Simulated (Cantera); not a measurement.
Cantera run, input and output.

```python
import numpy as np
import cantera as ct

gas = ct.Solution("h2o2.yaml")
gas.TPX = 1423, 2000, {'H2': 0.023, 'O2': 1, 'N2': 0.25}
reactor = ct.IdealGasConstPressureReactor(gas, energy="off", clone=False)
net = ct.ReactorNet([reactor])
net.rtol, net.atol = 1e-08, 1e-18
show = ['H2', 'O2', 'H', 'HO2', 'OH', 'H2O2']
times = np.geomspace(0.0001, 10, 15)

steps = ct.SolutionArray(gas, extra=["t"])
rows = []
print(f"{'t/s':>10s}{'T/K':>9s}{'P/Pa':>11s}" + "".join(f"{s:>11s}" for s in show))
for t in times:
    while net.time < t:
        t_next = net.step()
        steps.append(gas.state, t=t_next)
    rows.append([np.interp(t, steps.t, y) for y in (steps.T, steps.P, *steps(*show).X.T)])
    print(f"{t:10.3e}{rows[-1][0]:9.1f}{rows[-1][1]:11.4g}" + "".join(f"{x:11.3e}" for x in rows[-1][2:]))
rate = np.gradient(steps.T, steps.t)
print("integrator steps:", len(steps.t))
if steps.T.max() > steps.T[0] + 200:
    print(f"time of steepest temperature rise: {steps.t[rate.argmax()]:.4e} s")
gas.TPX = 1423, 2000, {'H2': 0.023, 'O2': 1, 'N2': 0.25}
gas.equilibrate("TP")
print(f"equilibrium (TP): T = {gas.T:.1f} K  " + "  ".join(f"{s} {gas[s].X[0]:.3e}" for s in show))
```

It prints:

```
       t/s      T/K       P/Pa         H2         O2          H        HO2         OH       H2O2
 1.000e-04   1423.0       2000  1.807e-02  7.855e-01  2.370e-08  6.807e-08  6.923e-08  3.742e-11
 2.276e-04   1423.0       2000  1.807e-02  7.855e-01  7.664e-08  1.548e-07  3.085e-07  1.809e-10
 5.179e-04   1423.0       2000  1.806e-02  7.855e-01  8.549e-07  3.545e-07  3.817e-06  8.097e-10
 1.179e-03   1423.0       2000  1.659e-02  7.842e-01  1.640e-04  1.050e-06  7.130e-04  5.349e-09
 2.683e-03   1423.0       2000  2.026e-04  7.690e-01  1.082e-03  1.026e-06  2.574e-03  2.699e-08
 6.105e-03   1423.0       2000  1.462e-04  7.693e-01  9.799e-04  9.704e-07  2.382e-03  2.425e-08
 1.389e-02   1423.0       2000  1.374e-04  7.702e-01  8.878e-04  9.433e-07  2.310e-03  2.382e-08
 3.162e-02   1423.0       2000  1.199e-04  7.720e-01  7.159e-04  8.849e-07  2.160e-03  2.285e-08
 7.197e-02   1423.0       2000  9.009e-05  7.749e-01  4.581e-04  7.694e-07  1.876e-03  2.074e-08
 1.638e-01   1423.0       2000  5.229e-05  7.785e-01  1.981e-04  5.769e-07  1.433e-03  1.677e-08
 3.728e-01   1423.0       2000  2.163e-05  7.814e-01  5.169e-05  3.419e-07  9.236e-04  1.116e-08
 8.483e-01   1423.0       2000  6.663e-06  7.828e-01  8.730e-06  1.560e-07  5.134e-04  5.840e-09
 1.931e+00   1423.0       2000  1.783e-06  7.833e-01  1.202e-06  6.388e-08  2.659e-04  2.491e-09
 4.394e+00   1423.0       2000  4.894e-07  7.835e-01  1.725e-07  3.712e-08  1.394e-04  9.669e-10
 1.000e+01   1423.0       2000  1.657e-07  7.835e-01  3.401e-08  3.948e-08  8.118e-05  4.300e-10
integrator steps: 1436
equilibrium (TP): T = 1423.0 K  H2 9.356e-08  O2 7.836e-01  H 1.446e-08  HO2 4.685e-08  OH 6.104e-05  H2O2 2.960e-10
```

Detailed kinetics in Cantera: the H2/O2 subset of GRI-Mech 3.0, which has no nitrogen chemistry. Radical loss at walls, strong at low pressure, is not modelled.
